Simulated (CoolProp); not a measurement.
C2F6 (R116) along the isotherm 321.2 K: fugacity coefficient from the reference equation and from simpler models built on Tc = 293.0 K, pc = 3.048 MPa, ω = 0.257; each cubic takes its own stable root.

Values from CoolProp's reference Helmholtz-energy equation of state, Lemmon 2006. It is a short technical equation, of lower accuracy than the large ones.

```
p (MPa)          phase  reference  van der Waals  Redlich-Kwong  Soave-Redlich-Kwong  Peng-Robinson
-------  -------------  ---------  -------------  -------------  -------------------  -------------
1.27               gas     0.9007         0.9021         0.8940               0.8992         0.8866
2.54               gas     0.8044         0.8049         0.7927               0.8033         0.7817
3.81     supercritical     0.7105         0.7045         0.6943               0.7114         0.6844
5.08     supercritical     0.6202         0.6043         0.6009               0.6254         0.5964
6.35     supercritical     0.5450         0.5341         0.5288               0.5558         0.5263
7.62     supercritical     0.4904         0.4870         0.4778               0.5051         0.4749
8.89     supercritical     0.4509         0.4543         0.4409               0.4679         0.4371
10.2     supercritical     0.4208         0.4306         0.4128               0.4393         0.4078
11.4     supercritical     0.3998         0.4149         0.3932               0.4194         0.3870
12.7     supercritical     0.3822         0.4028         0.3767               0.4026         0.3693
14       supercritical     0.3686         0.3945         0.3640               0.3897         0.3553
15.2     supercritical     0.3588         0.3894         0.3549               0.3805         0.3449
```
